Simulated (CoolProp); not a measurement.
Vapour-liquid equilibrium of isohexane (1) + benzene (2) at 0.092 MPa; x and y are mole fractions of (1).

Computed with CoolProp (multi-fluid Helmholtz-energy mixture model, Lemmon 2006 and Thol 2012; pair parameters Bell 2016).

**Question.** Give the bubble temperature and the first vapour's composition at x = 0.65, 0.8, 0.95. Is there an azeotrope?

**Answer.** x = 0.65: 333.3 K, y = 0.741; x = 0.8: 331.9 K, y = 0.847; x = 0.95: 330.7 K, y = 0.961. No azeotrope shows between x = 0.05 and 0.95.

The pair parameters rest on a limited set of measurements; away from them the model extrapolates.
